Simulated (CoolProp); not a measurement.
cis-2-butene at 298.15 K and 0.134 MPa is compressed adiabatically to 0.819 MPa with isentropic efficiency 0.6. Each further row changes one setting.

The numbers come from the reference Helmholtz-energy equation of state, Lemmon 2005 in CoolProp. It is a short technical equation, of lower accuracy than the large ones.

| case | work (kJ/kg) | final temperature (K) | final density (kg/m³) |
|---|---|---|---|
| as stated | 135 | ? | ? |
| efficiency 1 | ? | 362.2 | 17.7 |
| efficiency 0.65 | 125 | 384.9 | 16.1 |

### Question
What belongs in the gaps?

### Answer

- as stated, final temperature (K): 390.3
- as stated, final density (kg/m³): 15.8
- efficiency 1, work (kJ/kg): 81.1
